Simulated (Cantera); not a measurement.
## Ignition delay

Mixture: 8.82 % CH₃OH, 19.1 % O₂, 72.0 % N₂, equivalence ratio 0.69, at 1130 Torr, adiabatic and at constant pressure. Ignition delay is the time to a rise of 400 K.

Detailed kinetics in Cantera: GRI-Mech 3.0 (53 species, 325 reactions). GRI-Mech 3.0 was tuned for natural gas; its chemistry of methanol as a main component is partial and can be far from experiment.

| T0 (K) | delay (ms) |
|---|---|
| 1450 | 0.285 |
| 1525 | 0.142 |
| 1600 | 0.0777 |
| 1675 | 0.0455 |
| 1750 | 0.0282 |

```json
{
 "apparent activation energy between 1600 and 1750 K": "160 kJ/mol"
}
```
